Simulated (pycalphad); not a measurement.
All values are pycalphad results on the COST 507 light-alloy database (1999) (1 atm), not direct measurements. No gas phase is included, though pure Ti would boil below 3700 K. The database dates from 1999; later assessments differ in places, in temperatures and in the compounds included. Kinetics are ignored, which matters at the lower temperatures.

Problem. How does the equilibrium phase assembly of Ti-23.11B (wt.%) change on cooling from 3700 K to 550 K?

Solution. 
| T (K) | phases above | phases below |
|---|---|---|
| 3349.9 | liquid | B2M + liquid |
| 2474.0 | B2M + liquid | B4M3 + liquid |
| 2456.1 | B4M3 + liquid | B4M3 + BM |
Changes were sought between steps of 75 K, so a narrower field can be missed.

Database names, with the compositions (at.%) that they take in these runs: B2M: B 67 Ti 33; B4M3: B 57 Ti 43; BM: Ti 50 B 50.
